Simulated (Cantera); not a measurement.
**Roasting and sulfation: FeS2 + H2S + N2**

A closed system holds: 1 mol FeS2, 0.55 mol H2S, 1.8 mol N2, at 1125 °C and 7.50 bar.

Equilibrium computed with Cantera from the NASA thermochemical tables; the gas is ideal and each condensed phase is pure. Candidate condensed phases: Fe, FeS, FeS2, S; 16 gas species. FeS: taken at fixed stoichiometry. Rates play no part.

```
Property                              Value
--------------------------------  ---------
x(N2)                                 0.624
x(S2)                                 0.185
x(H2S)                                0.167
x(H2)                                0.0230
x(SH)                              0.000684
x(S)                                1.79e-6
x(NH3)                              1.78e-6
n(FeS(s))                          1.00 mol
gas amount                        2.884 mol
log10 activity of S(l) (absent)       -1.02
log10 activity of Fe(γ) (absent)      -2.82
```
